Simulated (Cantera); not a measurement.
**Equilibrium for iron carbonyl, mercury and lead vapours: Fe(CO)5 + CO + H2**

Input: 1 mol Fe(CO)5, 0.12 mol CO, 2.5 mol H2, at 748.15 K and 1.50 bar.

These are equilibrium values from Cantera (NASA tables, ideal gas, pure condensed phases), not measurements of a reactor. Candidate condensed phases: C, C6H6, C7H8, C8H18, Fe, Fe(CO)5, FeO, Fe(OH)2, Fe(OH)3, Fe2O3, Fe3O4, H2O; 114 gas species. Rates play no part.

| Quantity | Value |
|---|---|
| x(H2O) | 0.397 |
| x(CO2) | 0.346 |
| x(H2) | 0.140 |
| x(CH4) | 0.0974 |
| x(CO) | 0.0197 |
| n(C(graphite)) | 3.54 mol |
| n(Fe3O4(s)) | 0.333 mol |
| gas amount | 3.416 mol |
| log10 activity of Fe(α) (absent) | -1.61 |
| log10 activity of Fe(OH)2(s) (absent) | -4.23 |
| log10 activity of Fe(OH)3(s) (absent) | -8.58 |
